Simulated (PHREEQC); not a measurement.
A solution holds 0.049 mol/kgw ZnCl2 and 0.088 mol/kgw CuCl2, at 20 °C. Closed to the air; pH follows from the charge balance.

The numbers come from PHREEQC with the ion-association model, phreeqc.dat.

* **pH**: 4.38
* **ionic strength**: 0.373 mol/kgw
* **activity of water**: 0.993
* **density**: 1.015 g/cm³

| species | molality | activity | log γ |
|---|---|---|---|
| Cl- | 0.254 | 0.171 | -0.173 |
| Cu+2 | 0.0762 | 0.0209 | -0.561 |
| Zn+2 | 0.0426 | 0.0103 | -0.618 |
| CuCl+ | 0.0111 | 0.00750 | -0.172 |
| ZnCl+ | 0.00560 | 0.00377 | -0.172 |
| ZnCl2 | 0.000607 | 0.000661 | 0.037 |
| CuCl2 | 0.000597 | 0.000651 | 0.037 |
| ZnCl3- | 0.000182 | 0.000123 | -0.172 |
| H+ | 5.42e-5 | 4.20e-5 | -0.110 |
| ZnCl4-2 | 4.19e-5 | 1.01e-5 | -0.618 |
| Cu2(OH)2+2 | 2.24e-5 | 6.46e-6 | -0.541 |
| CuOH+ | 7.34e-6 | 4.95e-6 | -0.172 |
| ZnOHCl | 1.26e-6 | 1.37e-6 | 0.037 |
| CuCl3- | 5.35e-7 | 3.60e-7 | -0.172 |
| ZnOH+ | 2.47e-7 | 1.81e-7 | -0.135 |
| Cu(OH)2 | 2.24e-7 | 2.44e-7 | 0.037 |

Precipitation was switched off in this run.
